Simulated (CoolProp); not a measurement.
Saturation properties of propylene.

Computed with CoolProp (reference Helmholtz-energy equation of state, Lemmon 2013).

```
T (°C)  p (bar)  liquid density (kg/m³)  enthalpy of vaporisation (kJ/kg)  liquid cp (kJ/(kg K))  liquid viscosity (µPa s)  liquid conductivity (mW/(m K))
------  -------  ----------------------  --------------------------------  ---------------------  ------------------------  ------------------------------
4.25      6.617                   539.8                             371.0                  2.473                       116                             122
10.35     7.862                   530.4                             361.1                  2.523                       109                             119
16.55     9.295                   520.5                             350.5                  2.580                       103                             116
22.75     10.91                   510.1                             339.2                  2.644                      97.1                             112
28.85     12.69                   499.5                             327.3                  2.716                      91.6                             109
35.05     14.71                   488.1                             314.4                  2.801                      86.3                             106
41.15     16.92                   476.3                             300.7                  2.901                      81.2                             103
47.35     19.40                   463.5                             285.6                  3.025                      76.2                            99.5
53.45     22.09                   449.8                             269.2                  3.180                      71.4                            96.2
59.65     25.10                   434.6                             250.8                  3.390                      66.5                            92.8
65.75     28.36                   418.0                             230.3                  3.683                      61.7                            89.4
71.95     31.98                   398.5                             206.1                  4.155                      56.6                            85.9
```

It boils at -47.6 °C under 1 atm.

Viscosity comes from a separate model (Huber 2003), an estimate that may be off by 10 % or more. Thermal conductivity comes from a separate model (Huber 2003), an estimate that may be off by 10 % or more.
